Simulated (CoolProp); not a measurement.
Model: reference Helmholtz-energy equation of state, Schmidt 1985, in CoolProp. Above 300 K oxygen's equation is extrapolated.

Task: For oxygen, give the phase and the cp (kJ/(kg K)) at -136.65 °C and 3.64 MPa; 19.75 °C and 3.64 MPa.

Result: 
- -136.65 °C and 3.64 MPa: liquid; cp 2.27
- 19.75 °C and 3.64 MPa: gas; cp 0.980
